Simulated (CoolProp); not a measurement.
A single-stage vapour-compression cycle with R407C: evaporating at 215.15 K (dew point), condensing at 261.15 K (bubble point), superheat 0 K, subcooling 2 K, compressor efficiency 0.75, no pressure losses. Each further row changes one setting.

Values from CoolProp's reference Helmholtz-energy equation of state, Lemmon 2003. It is a pseudo-pure fit of the blend.

| case | cooling COP | pressure ratio | discharge temperature (K) | refrigerating effect (kJ/kg) | volumetric capacity (kJ/m³) |
|---|---|---|---|---|---|
| as stated | 2.48 | 12.0 | 322.4 | 196 | 302 |
| evaporating temperature 220.15 K | 2.88 | 8.91 | 315.0 | 199 | 407 |
| condensing temperature 256.15 K | ? | 10.0 | 314.0 | 203 | 313 |
| subcooling 7 K | ? | 12.0 | 322.4 | 203 | 313 |
| superheat 10 K | 2.46 | 12.0 | 334.4 | ? | ? |
| compressor efficiency 0.65 | ? | 12.0 | 335.7 | 196 | 302 |

**Question.** Complete the blanks.

**Answer.** 
- condensing temperature 256.15 K, cooling COP: 2.81
- subcooling 7 K, cooling COP: 2.57
- superheat 10 K, refrigerating effect (kJ/kg): 204
- superheat 10 K, volumetric capacity (kJ/m³): 299
- compressor efficiency 0.65, cooling COP: 2.15
